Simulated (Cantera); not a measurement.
Input: 1 mol TiO2, 0.095 mol H2O, 5.2 mol N2, at 1425 K and 21.8 Torr.

Cantera equilibrium calculation (NASA polynomials, part measured and part estimated; ideal gas, pure solids and liquids). Candidate condensed phases: H2O, Ti, TiN, TiO, TiO2, Ti2O3, Ti3O5, Ti4O7; 27 gas species. Equilibrium is a limit: real reactors are often held back by kinetics, nucleation or transport.

Base state: N2 0.982, H2O 0.0179, H2 2.40e-5 (mole fractions); condensed: TiO2(rutile).

Question: What changes in the equilibrium state with this change: 0.076 mol NH3 added?

Answer: 
```tsv
species	before	after
N2	0.982	0.962
H2	2.40e-5	0.0209
H2O	0.0179	0.0174
TiO2(rutile), mol	1.00	1.00
```
